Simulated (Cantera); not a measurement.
Gas mixture: 68.8 % CH3OH, 31.2 % C3H8, at 38.0 Pa, frozen composition.

Cantera's kinetic-theory transport with the Lennard-Jones parameters of GRI-Mech 3.0, ideal gas; thermal conductivity in the multicomponent form. Polar gases are described roughly by these parameters. The composition is frozen, though it would react at the higher temperatures.

D: mixture-averaged diffusion coefficient of that species in the mixture.

```csv
T (K),ρ (kg/m³),cp (J/kg/K),μ (µPa s),λ (mW/m/K),Pr,D (cm²/s) H2O,D (cm²/s) CH3,D (cm²/s) CO2
400,0.000409,1808,12.3,28.8,0.769,657,687,456
650,0.000252,2547,19.4,64.1,0.773,1710,1670,1140
900,0.000182,?,?,?,0.775,?,?,?
1150,0.000142,3446,31.3,139,0.775,4960,4520,3150
1400,0.000117,3718,?,?,0.774,?,?,?
1650,9.92e-5,3924,40.9,207,0.774,9410,8330,5850
1900,8.61e-5,4077,45.1,238,0.773,12000,10600,7430
```

Q: Some entries are withheld; supply them.

A: 
- 900, cp (J/kg/K): 3068
- 900, μ (µPa s): 25.7
- 900, λ (mW/m/K): 102
- 900, D (cm²/s) H2O: 3160
- 900, D (cm²/s) CH3: 2960
- 900, D (cm²/s) CO2: 2050
- 1400, μ (µPa s): 36.3
- 1400, λ (mW/m/K): 174
- 1400, D (cm²/s) H2O: 7050
- 1400, D (cm²/s) CH3: 6320
- 1400, D (cm²/s) CO2: 4420
